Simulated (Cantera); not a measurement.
Feed: 1 mol LiCl, 0.11 mol HCl, 150 mol H2, held at 1700 K and 1.40 Pa.

Equilibrium computed with Cantera from the NASA thermochemical tables; the gas is ideal and each condensed phase is pure. Candidate condensed phases: Li, LiCl, LiH; 11 gas species. Kinetics and transport are ignored.

Task: What is the equilibrium state?

Result: 
| Item | Result |
|---|---|
| x(H2) | 0.953 |
| x(H) | 0.0384 |
| x(LiCl) | 0.00495 |
| x(HCl) | 0.00218 |
| x(Li) | 0.00154 |
| x(Cl) | 6.84e-5 |
| gas amount | 154.2 mol |
| log10 activity of Li(l) (absent) | -7.88 |
